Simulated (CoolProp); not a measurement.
Ethanol along the isotherm 450.1 K: Z from the reference equation and from simpler models built on Tc = 514.7 K, pc = 6.268 MPa, ω = 0.644; each cubic takes its own stable root.

Computed with CoolProp (reference Helmholtz-energy equation of state, Schroeder 2014).

```
p (MPa)   phase  reference
-------  ------  ---------
0.00991     gas     0.9991
0.016       gas     0.9985
0.0259      gas     0.9976
0.0418      gas     0.9962
0.0675      gas     0.9938
0.109       gas     0.9900
0.176       gas     0.9837
0.285       gas     0.9733
0.46        gas     0.9562
0.743       gas     0.9272
1.2         gas     0.8758
1.94     liquid    0.03955
3.13     liquid    0.06330
```

### Question
How far does each simpler model (van der Waals, Redlich-Kwong, Soave-Redlich-Kwong, Peng-Robinson) lie from the reference over these 13 states: mean and median of the absolute difference, and the worst?

### Answer
- van der Waals: mean 240.6 %, median 0.5 %, worst +2061.3 % at 450.1 K and 1.94 MPa
- Redlich-Kwong: mean 155.7 %, median 0.2 %, worst +1977.6 % at 450.1 K and 1.94 MPa
- Soave-Redlich-Kwong: mean 3.9 %, median 0.0 %, worst +25.4 % at 450.1 K and 1.94 MPa
- Peng-Robinson: mean 1.7 %, median 0.1 %, worst +10.6 % at 450.1 K and 1.94 MPa

At some of these states van der Waals, Redlich-Kwong gives the other phase, because its saturation line lies elsewhere.
